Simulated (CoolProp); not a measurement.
Properties of neopentane along the isotherm 165.45 °C (Tc = 160.6 °C, pc = 31.96 bar, ω = 0.196).

Model: reference Helmholtz-energy equation of state, Lemmon 2006, in CoolProp. It is a short technical equation, of lower accuracy than the large ones.

```csv
p (bar),phase,density (kg/m³),Joule-Thomson coefficient (K/MPa),isothermal compressibility (1/MPa),expansivity (1/kK)
0.152,gas,0.3012,7.057,65.89,2.291
0.345,gas,0.6850,7.078,29.09,2.306
0.785,gas,1.566,7.126,12.84,2.339
1.79,gas,3.608,7.239,5.693,2.420
4.07,gas,8.411,7.514,2.570,2.621
9.26,gas,(withheld),8.259,1.212,3.212
21.1,gas,56.80,(withheld),(withheld),6.188
47.9,supercritical,369.3,(withheld),(withheld),9.162
```

### Question
Fill in the missing entries.

### Answer

- 9.26, density (kg/m³): 20.39
- 21.1, Joule-Thomson coefficient (K/MPa): 11.08
- 21.1, isothermal compressibility (1/MPa): 0.6976
- 47.9, Joule-Thomson coefficient (K/MPa): 2.181
- 47.9, isothermal compressibility (1/MPa): 0.07166
